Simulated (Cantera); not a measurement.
Cantera run, input and output.

```python
import numpy as np
import cantera as ct

gas = ct.Solution("gri30.yaml")
gas.TPX = 525, 101325, {'CO': 1, 'H2': 0.27, 'O2': 0.698, 'N2': 2.62}
flame = ct.FreeFlame(gas, width=0.04)
flame.set_refine_criteria(ratio=3, slope=0.08, curve=0.16)
flame.transport_model = "mixture-averaged"
flame.solve(loglevel=0, auto=True)
z, T = flame.grid, flame.T
thick = (T[-1] - T[0]) / np.gradient(T, z).max()
show = ['CO', 'H2', 'O2', 'O', 'NO', 'CO2']
print(f"laminar burning velocity  {flame.velocity[0] * 100:.3f} cm/s")
print(f"burnt temperature         {T[-1]:.1f} K")
print(f"thermal thickness         {thick * 1e3:.4f} mm")
print(f"grid points               {len(z)}")
z0 = z[flame.heat_release_rate.argmax()]
print(f"{'z/mm':>9s}{'T/K':>9s}{'u/(m/s)':>9s}" + "".join(f"{s:>11s}" for s in show))
rows = []
for k in (-3, -2, -1.5, -1, -0.5, -0.25, 0, 0.25, 0.5, 1, 2, 4, 8):
    zz = z0 + k * thick
    rows.append([k * thick, np.interp(zz, z, T), np.interp(zz, z, flame.velocity),
                 *(np.interp(zz, z, flame.X[gas.species_index(s)]) for s in show)])
    print(f"{rows[-1][0] * 1e3:9.3f}{rows[-1][1]:9.1f}{rows[-1][2]:9.3f}" + "".join(f"{x:11.3e}" for x in rows[-1][3:]))
```

It prints:

```
laminar burning velocity  167.682 cm/s
burnt temperature         2423.4 K
thermal thickness         0.6660 mm
grid points               136
     z/mm      T/K  u/(m/s)         CO         H2         O2          O         NO        CO2
   -1.998    525.0    1.677  2.180e-01  5.884e-02  1.521e-01  3.853e-14  3.213e-16  6.687e-12
   -1.332    525.0    1.677  2.180e-01  5.881e-02  1.521e-01  2.833e-12  1.126e-14  2.873e-10
   -0.999    525.0    1.677  2.180e-01  5.865e-02  1.522e-01  1.240e-10  2.850e-13  1.022e-08
   -0.666    525.1    1.676  2.182e-01  5.799e-02  1.523e-01  3.226e-09  5.210e-12  2.499e-07
   -0.333    534.9    1.699  2.191e-01  5.282e-02  1.528e-01  6.735e-07  1.095e-09  1.111e-04
   -0.166    715.1    2.244  2.139e-01  4.007e-02  1.478e-01  1.131e-04  8.277e-08  6.685e-03
    0.000   1167.6    3.597  1.822e-01  1.751e-02  1.185e-01  4.445e-03  1.611e-06  4.053e-02
    0.166   1494.3    4.512  1.341e-01  5.871e-03  8.126e-02  1.300e-02  7.716e-06  9.400e-02
    0.333   1674.3    4.972  1.020e-01  5.043e-03  6.387e-02  1.515e-02  1.609e-05  1.311e-01
    0.666   1856.6    5.428  7.978e-02  5.165e-03  5.322e-02  1.330e-02  3.036e-05  1.579e-01
    1.332   2017.6    5.834  6.980e-02  4.373e-03  4.814e-02  9.487e-03  4.977e-05  1.706e-01
    2.664   2155.8    6.173  5.943e-02  3.396e-03  4.328e-02  6.258e-03  8.368e-05  1.835e-01
    5.328   2270.9    6.446  4.852e-02  2.553e-03  3.830e-02  4.002e-03  1.605e-04  1.965e-01
```

Cantera simulation using GRI-Mech 3.0 (53 species, 325 reactions); the numbers are that mechanism's predictions, not measurements. Burning velocities carry a grid error of a few per cent, more on coarse grids.
